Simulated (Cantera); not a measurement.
Charge: 1 mol Cr₂O₃, 8.9 mol H₂, 24 mol N₂, equilibrated at 0.000350 bar.

Equilibrium computed with Cantera from the NASA thermochemical tables; the gas is ideal and each condensed phase is pure. Candidate condensed phases: Cr, CrN, Cr₂N, Cr₂O₃, H₂O; 29 gas species. Mutual solubility and eutectic melting of coexisting phases are not modelled. Rates play no part.

Problem. Which condensed phases are stable at each of these points (T (°C)): 977, 1002, 1027, 1052, 1077, 1102, 1127, 1152, 1177, 1202?

Solution. 
```json
[
 {"T (°C)": "977", "condensed phases": "Cr(s) + Cr₂O₃(s)", "Cr condensed (%)": "100.0"},
 {"T (°C)": "1002", "condensed phases": "Cr(s) + Cr₂O₃(s)", "Cr condensed (%)": "100.0"},
 {"T (°C)": "1027", "condensed phases": "Cr(s) + Cr₂O₃(s)", "Cr condensed (%)": "100.0"},
 {"T (°C)": "1052", "condensed phases": "Cr(s) + Cr₂O₃(s)", "Cr condensed (%)": "100.0"},
 {"T (°C)": "1077", "condensed phases": "Cr(s) + Cr₂O₃(s)", "Cr condensed (%)": "99.9"},
 {"T (°C)": "1102", "condensed phases": "Cr₂O₃(s)", "Cr condensed (%)": "99.8"},
 {"T (°C)": "1127", "condensed phases": "Cr₂O₃(s)", "Cr condensed (%)": "99.8"},
 {"T (°C)": "1152", "condensed phases": "Cr₂O₃(s)", "Cr condensed (%)": "99.7"},
 {"T (°C)": "1177", "condensed phases": "Cr₂O₃(s)", "Cr condensed (%)": "99.6"},
 {"T (°C)": "1202", "condensed phases": "Cr₂O₃(s)", "Cr condensed (%)": "99.4"}
]
```

From 977 °C to 1077 °C the condensed part is Cr(s) + Cr₂O₃(s). From 1102 °C to 1202 °C the condensed part is Cr₂O₃(s).
